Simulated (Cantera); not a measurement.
Cantera run:

```python
import numpy as np
import cantera as ct

gas_names = """
    N N2 Si SiN Si2 Si2N Si3
""".split()
cond_names = """
    Si(cr) Si(L) Si3N4(a)
""".split()


# ... load() reads the species with a 1 bar reference pressure and builds the phases ...
atoms = {
    'Si3N4': {'Si': 3, 'N': 4},
    'N2': {'N': 2},
}
top_T = {'Si3N4(a)': 2400}  # K; cautious upper limits of use, not melting points


# ... equilibrate(T, P, feed) seeds the gas with the atoms and calls Mixture.equilibrate('TP', solver="vcs", rtol=1e-11, max_steps=5000) ...
results = []
feed = {'Si3N4': 1, 'N2': 9.9}  # mol
T = 2350  # K
P = 1333.22  # Pa
mix = equilibrate(T, P, feed)
results.append((T, P, feed, dict(zip(mix.species_names, mix.species_moles))))
x = sorted(zip(gas.X, gas.species_names), reverse=True)
print(f"T = {T:g} K  P = {P:g} Pa  gas = {mix.phase_moles(0):.4g} mol")
print("   x: " + "  ".join(f"{s} {v:.3e}" for v, s in x if v > 0.0001))
print("   condensed (mol): " + ("  ".join(f"{mix.phase(i).name} {mix.phase_moles(i):.4g}"
      for i in range(1, mix.n_phases) if mix.phase_moles(i) > 1e-12) or "none"))
```

Output:

```
T = 2350 K  P = 1333.22 Pa  gas = 13.4 mol
   x: N2 8.865e-01  Si 1.078e-01  Si2 2.269e-03  SiN 1.502e-03  Si2N 1.479e-03  Si3 4.159e-04
   condensed (mol): Si(L) 1.418
```

Method: chemical equilibrium by Gibbs-energy minimisation in Cantera with the NASA 1993 tables (ideal gas, pure condensed phases). The tables' values for SiN are old estimates; treat these amounts as uncertain.
